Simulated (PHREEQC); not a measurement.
A solution holds 1.7 mmol/kgw H2S, 96 mmol/kgw HCl and 99 mmol/kgw ZnCl2, at 25 °C. Closed to the air; pH follows from the charge balance.

Model: ion-association model, phreeqc.dat, run in PHREEQC.

The ionic strength comes out as 0.356 mol/kgw. What activity coefficients do ZnCl3-, H+, Cl-, ZnCl4-2, Zn+2 get?

ZnCl3- 0.67, H+ 0.78, Cl- 0.67, ZnCl4-2 0.24, Zn+2 0.24.

This is a speciation only: nothing precipitates in the calculation. Saturation is exceeded, for instance for Sphalerite (slow to form); the values hold only as long as no solid forms. Species that the database lacks are ignored.
